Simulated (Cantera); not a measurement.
Input: 1 mol SiH4, 3.8 mol NH3, equilibrated at 1650 K and 45.0 mbar.

Cantera equilibrium calculation (NASA polynomials, part measured and part estimated; ideal gas, pure solids and liquids). Candidate condensed phases: Si, Si3N4; 18 gas species. Rates play no part.

Base state: H2 0.862, N2 0.138, H 0.000398 (mole fractions); condensed: Si3N4(s).

What changes in the equilibrium state with this change: NH3 from 3.8 to 0.15 mol?


```tsv
species	before	after
H2	0.862	0.984
N2	0.138	0.0153
H	0.000398	0.000425
Si3N4(s), mol	0.333	0.0202
Si(s), mol	0	0.939
```
Mutual solubility and eutectic melting of coexisting phases are not modelled.

What changes in the equilibrium state with this change: SiH4 replaced by SiCl4?


```
species        before     after
-------------  ------  --------
H2              0.862     0.483
HCl                 0     0.240
N2              0.138     0.189
SiCl2               0    0.0798
SiCl3               0   0.00609
SiCl4               0   0.00102
SiHCl3              0  0.000344
Cl                  0  0.000116
Si3N4(s), mol   0.333    0.0586
```
The tables' values for SiCl3, SiCl are old estimates; treat these amounts as uncertain. Further candidate phases: NH4Cl.

What changes in the equilibrium state with this change: temperature from 1650 K to 2023.15 K?


| species | before | after |
|---|---|---|
| H2 | 0.862 | 0.794 |
| N2 | 0.138 | 0.197 |
| H | 0.000398 | 0.00798 |
| Si | 1.38e-6 | 0.00127 |
| Si2 | 1.07e-9 | 1.39e-5 |
| Si2N | 3.17e-8 | 3.78e-5 |
| SiN | 7.79e-8 | 2.94e-5 |
| SiH | 4.95e-7 | 0.000154 |
| SiH2 | 1.72e-6 | 9.60e-5 |
| Si3N4(s), mol | 0.333 | 0 |
| Si(l), mol | 0 | 0.984 |
The tables' values for SiN are old estimates; treat these amounts as uncertain. Gases not in the tables: Si2H6 and higher silanes.
